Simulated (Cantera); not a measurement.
Cantera run, input and output.

```python
import numpy as np
import cantera as ct

gas = ct.Solution("gri30.yaml")
gas.TPX = 1550, 210000, {'CH2O': 0.0055, 'O2': 0.0028, 'N2': 1}
reactor = ct.IdealGasConstPressureReactor(gas, energy="off", clone=False)
net = ct.ReactorNet([reactor])
net.rtol, net.atol = 1e-08, 1e-18
show = ['CH2O', 'O2', 'C2H6', 'H', 'CO2', 'O', 'CO']
times = np.geomspace(4e-05, 70, 13)

steps = ct.SolutionArray(gas, extra=["t"])
rows = []
print(f"{'t/s':>10s}{'T/K':>9s}{'P/Pa':>11s}" + "".join(f"{s:>11s}" for s in show))
for t in times:
    while net.time < t:
        t_next = net.step()
        steps.append(gas.state, t=t_next)
    rows.append([np.interp(t, steps.t, y) for y in (steps.T, steps.P, *steps(*show).X.T)])
    print(f"{t:10.3e}{rows[-1][0]:9.1f}{rows[-1][1]:11.4g}" + "".join(f"{x:11.3e}" for x in rows[-1][2:]))
rate = np.gradient(steps.T, steps.t)
print("integrator steps:", len(steps.t))
if steps.T.max() > steps.T[0] + 200:
    print(f"time of steepest temperature rise: {steps.t[rate.argmax()]:.4e} s")
gas.TPX = 1550, 210000, {'CH2O': 0.0055, 'O2': 0.0028, 'N2': 1}
gas.equilibrate("TP")
print(f"equilibrium (TP): T = {gas.T:.1f} K  " + "  ".join(f"{s} {gas[s].X[0]:.3e}" for s in show))
```

Result:

```
       t/s      T/K       P/Pa       CH2O         O2       C2H6          H        CO2          O         CO
 4.000e-05   1550.0    2.1e+05  5.257e-03  2.761e-03  9.183e-18  4.888e-06  2.023e-08  1.511e-07  1.954e-04
 1.325e-04   1550.0    2.1e+05  1.069e-03  2.482e-03  3.019e-13  8.354e-05  1.410e-05  6.713e-06  4.344e-03
 4.391e-04   1550.0    2.1e+05  1.082e-10  3.647e-04  5.997e-25  2.073e-03  1.209e-03  2.883e-04  4.222e-03
 1.455e-03   1550.0    2.1e+05  5.706e-11  3.926e-05  9.180e-25  1.075e-03  2.119e-03  4.046e-05  3.317e-03
 4.820e-03   1550.0    2.1e+05  2.424e-11  2.736e-06  5.482e-25  3.402e-04  2.141e-03  3.117e-06  3.298e-03
 1.597e-02   1550.0    2.1e+05  1.163e-11  2.134e-07  2.714e-25  9.870e-05  2.104e-03  2.471e-07  3.336e-03
 5.292e-02   1550.0    2.1e+05  7.693e-12  1.729e-08  1.208e-25  2.822e-05  2.090e-03  1.990e-08  3.350e-03
 1.753e-01   1550.0    2.1e+05  6.536e-12  1.414e-09  4.269e-26  8.032e-06  2.086e-03  1.609e-09  3.354e-03
 5.809e-01   1550.0    2.1e+05  6.202e-12  1.354e-10  1.317e-26  2.495e-06  2.085e-03  1.558e-10  3.355e-03
 1.925e+00   1550.0    2.1e+05  6.101e-12  2.899e-11  6.783e-27  1.188e-06  2.085e-03  3.555e-11  3.355e-03
 6.377e+00   1550.0    2.1e+05  6.082e-12  2.097e-11  2.044e-26  1.019e-06  2.085e-03  2.613e-11  3.355e-03
 2.113e+01   1550.0    2.1e+05  6.077e-12  1.937e-11  2.504e-25  9.814e-07  2.086e-03  2.413e-11  3.354e-03
 7.000e+01   1550.0    2.1e+05  6.076e-12  1.914e-11  4.349e-25  9.771e-07  2.086e-03  2.384e-11  3.354e-03
integrator steps: 2394
equilibrium (TP): T = 1550.0 K  CH2O 6.076e-12  O2 1.905e-11  C2H6 1.352e-26  H 9.754e-07  CO2 2.086e-03  O 2.372e-11  CO 3.354e-03
```

Detailed kinetics in Cantera: GRI-Mech 3.0 (53 species, 325 reactions).
